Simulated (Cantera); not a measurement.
A freely propagating, adiabatic, planar premixed flame of CH₄ : CO : O₂ : N₂ = 1 : 0.1 : 3.11 : 9.01 (molar parts), unburnt at 625 K and 13300 Pa; mixture-averaged transport, grid criteria slope 0.08 and curve 0.16, no radiation.

Model: GRI-Mech 3.0 (53 species, 325 reactions), integrated in Cantera. Burning velocities carry a grid error of a few per cent, more on coarse grids.

x: mole fraction of selected species; z is measured from the peak of heat release.

```csv
z (mm),T (K),u (m/s),x CH₄,x CO,x O₂,x NO₂,x CH₃,x C₂H₂
-5.62,625,2.08,0.0756,0.00756,0.235,<1e-8,1.58e-7,<1e-8
-3.75,625,2.09,0.0755,0.00756,0.235,<1e-8,2.29e-6,<1e-8
-2.81,628,2.10,0.0752,0.00759,0.234,<1e-8,1.15e-5,<1e-8
-1.87,653,2.19,0.0735,0.00809,0.232,<1e-8,5.49e-5,7.76e-8
-0.937,?,2.98,0.0590,0.0155,0.214,<1e-8,0.000478,1.92e-6
-0.468,?,4.13,0.0361,0.0303,0.182,<1e-8,0.00177,8.04e-6
0,?,5.41,0.0111,0.0475,0.139,<1e-8,0.00160,1.60e-5
0.468,1728,6.00,0.00144,0.0494,0.110,<1e-8,0.000283,3.69e-6
0.937,1765,6.12,0.000110,0.0421,0.0976,<1e-8,2.21e-5,1.66e-7
1.87,1793,6.19,5.47e-7,0.0301,0.0900,<1e-8,1.14e-7,<1e-8
3.75,1830,6.29,<1e-8,0.0207,0.0861,<1e-8,<1e-8,<1e-8
7.50,1878,6.43,<1e-8,0.0172,0.0845,<1e-8,<1e-8,<1e-8
15.0,1944,6.62,<1e-8,0.0154,0.0835,<1e-8,<1e-8,<1e-8
```

### Question
Fill in the missing entries.

### Answer

- -0.937, T (K): 878
- -0.468, T (K): 1205
- 0, T (K): 1564
